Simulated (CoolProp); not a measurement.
Saturation properties of cyclohexane (Tc = 280.5 °C, pc = 40.81 bar, ω = 0.209).

The numbers come from the reference Helmholtz-energy equation of state, Zhou 2014 in CoolProp.

```tsv
T (°C)	p (bar)	vapour Z	surface tension (mN/m)	liquid viscosity (µPa s)	vapour viscosity (µPa s)
98.05	1.659	0.9468	16.0	339	8.46
105.55	2.020	0.9389	15.1	313	8.62
112.95	2.433	0.9303	___	___	8.77
120.35	___	0.9211	13.5	269	8.94
127.85	3.454	0.9109	12.7	___	9.11
135.25	4.068	0.9001	12.0	234	9.29
142.75	4.770	0.8883	11.2	218	9.48
150.15	5.547	0.8758	10.4	204	9.68
157.55	6.415	0.8624	9.69	___	9.89
```

Q: What belongs in the gaps?

A: 
- 112.95, surface tension (mN/m): 14.3
- 112.95, liquid viscosity (µPa s): 290
- 120.35, p (bar): 2.906
- 127.85, liquid viscosity (µPa s): 251
- 157.55, liquid viscosity (µPa s): 192

It boils at 80.7 °C under 1 atm.

Viscosity comes from a separate model (Tariq 2014). Surface tension comes from a separate correlation (Mulero 2012).
